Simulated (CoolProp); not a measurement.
Vapour-liquid equilibrium of ethanol (1) + toluene (2) at 170.25 °C; x and y are mole fractions of (1).

Computed with CoolProp (multi-fluid Helmholtz-energy mixture model, Schroeder 2014 and Lemmon 2006; pair parameters Bell 2016).

```tsv
x	bubble pressure, mixture model (bar)	bubble pressure, Raoult's law (bar)	y, mixture model	y, Raoult's law
0.05	6.075	4.844	[?]	0.165
0.2	9.698	6.600	0.582	0.484
0.35	[?]	8.357	0.676	0.669
0.5	12.94	10.11	0.735	0.790
0.65	[?]	11.87	0.793	0.874
0.8	14.94	13.63	[?]	0.938
0.95	[?]	15.39	0.962	0.986
```

Fill in the missing entries.


- 0.05, y, mixture model: 0.300
- 0.35, bubble pressure, mixture model (bar): 11.67
- 0.65, bubble pressure, mixture model (bar): 13.99
- 0.8, y, mixture model: 0.865
- 0.95, bubble pressure, mixture model (bar): 15.75

The largest gap from Raoult's law is +46.9 % in bubble pressure, at x = 0.2. No azeotrope shows between x = 0.05 and 0.95.

The pair parameters rest on a limited set of measurements; away from them the model extrapolates.
